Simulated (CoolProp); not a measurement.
Values from CoolProp's reference Helmholtz-energy equation of state, Span 1996.

Q: For carbon dioxide, give the phase and the cp (kJ/(kg K)), viscosity (µPa s), conductivity (mW/(m K)) at 673.35 °C and 0.0167 MPa; 44.95 °C and 24.9 MPa; 446.25 °C and 0.0103 MPa.

A: 
- 673.35 °C and 0.0167 MPa: gas; cp 1.22, viscosity 39.6, conductivity 67.0
- 44.95 °C and 24.9 MPa: supercritical; cp 2.10, viscosity 82.9, conductivity 97.6
- 446.25 °C and 0.0103 MPa: gas; cp 1.14, viscosity 32.2, conductivity 50.3

Viscosity comes from a separate model (Laesecke 2017). Thermal conductivity comes from a separate model (Huber 2016).
